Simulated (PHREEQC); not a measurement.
Consider water at 20 °C with 0.14 mol HCl, 0.0049 mol CuSO4 and 0.0042 mol MnSO4 per kg of water. Closed to the air; pH follows from the charge balance.

Model: ion-association model, phreeqc.dat, run in PHREEQC.

The ionic strength comes out as 0.159 mol/kgw. What activity coefficients do MnCl+, Cu+2, Mn+2, H+, SO4-2 get?

MnCl+ 0.76, Cu+2 0.35, Mn+2 0.35, H+ 0.81, SO4-2 0.32.

This is a speciation only: nothing precipitates in the calculation. Complexes and solids missing from the database can't appear.
